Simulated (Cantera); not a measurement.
## Thermodynamics of carbon deposition, reforming and gasification, feed CH3OH + CO2 + O2

Feed: 1 mol CH3OH, 0.55 mol CO2, 0.072 mol O2, held at 67.0 bar.

Method: chemical equilibrium by Gibbs-energy minimisation in Cantera with the NASA 1993 tables (ideal gas, pure condensed phases). Candidate condensed phases: C, C6H6, C7H8, C8H18, H2O; 110 gas species. The ideal-gas law is rough above about 30 bar. Kinetics and transport are ignored.

At 1150 K the condensed part is C(graphite). From 1250 K to 1850 K nothing is condensed. The main C-bearing gas is CO throughout.

```tsv
T (K)	x H2	x CO	x H2O	x CO2	x CH4	n C(graphite)
1150	0.267	0.249	0.209	0.164	0.112	0.0509
1250	0.343	0.326	0.171	0.104	0.0570	0
1350	0.392	0.362	0.153	0.0719	0.0211	0
1450	0.410	0.379	0.147	0.0572	0.00656	0
1550	0.413	0.387	0.149	0.0497	0.00203	0
1650	0.411	0.392	0.152	0.0449	0.000690	0
1750	0.409	0.395	0.155	0.0413	0.000263	0
1850	0.406	0.398	0.157	0.0384	0.000112	0
```
x: gas mole fraction; n: condensed amount in mol.
